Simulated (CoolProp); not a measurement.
Vapour-liquid equilibrium of benzene (1) + m-xylene (2) at 0.164 bar; x and y are mole fractions of (1).

Computed with CoolProp (multi-fluid Helmholtz-energy mixture model, Thol 2012 and Zhou 2012; pair parameters Bell 2016).

```json
[
 {"x": "0.05", "bubble temperature (°C)": "75.3", "y at the bubble point": "0.271", "dew temperature at overall composition x (°C)": "81.0", "liquid density (mol/L)": "7.790"},
 {"x": "0.15", "bubble temperature (°C)": "64.9", "y at the bubble point": "0.574", "dew temperature at overall composition x (°C)": "78.5", "liquid density (mol/L)": "8.107"},
 {"x": "0.25", "bubble temperature (°C)": "57.3", "y at the bubble point": "0.729", "dew temperature at overall composition x (°C)": "75.9", "liquid density (mol/L)": "8.417"},
 {"x": "0.35", "bubble temperature (°C)": "51.5", "y at the bubble point": "0.819", "dew temperature at overall composition x (°C)": "72.9", "liquid density (mol/L)": "8.730"},
 {"x": "0.45", "bubble temperature (°C)": "46.8", "y at the bubble point": "0.877", "dew temperature at overall composition x (°C)": "69.6", "liquid density (mol/L)": "9.051"},
 {"x": "0.55", "bubble temperature (°C)": "42.9", "y at the bubble point": "0.917", "dew temperature at overall composition x (°C)": "65.8", "liquid density (mol/L)": "9.384"},
 {"x": "0.65", "bubble temperature (°C)": "39.6", "y at the bubble point": "0.945", "dew temperature at overall composition x (°C)": "61.4", "liquid density (mol/L)": "9.731"},
 {"x": "0.75", "bubble temperature (°C)": "36.6", "y at the bubble point": "0.966", "dew temperature at overall composition x (°C)": "56.1", "liquid density (mol/L)": "10.10"},
 {"x": "0.85", "bubble temperature (°C)": "34.0", "y at the bubble point": "0.982", "dew temperature at overall composition x (°C)": "49.2", "liquid density (mol/L)": "10.48"},
 {"x": "0.95", "bubble temperature (°C)": "31.7", "y at the bubble point": "0.995", "dew temperature at overall composition x (°C)": "38.9", "liquid density (mol/L)": "10.89"}
]
```

No azeotrope shows between x = 0.05 and 0.95.

Pair parameters are fitted to limited data, so mixtures are less certain than the pure fluids.
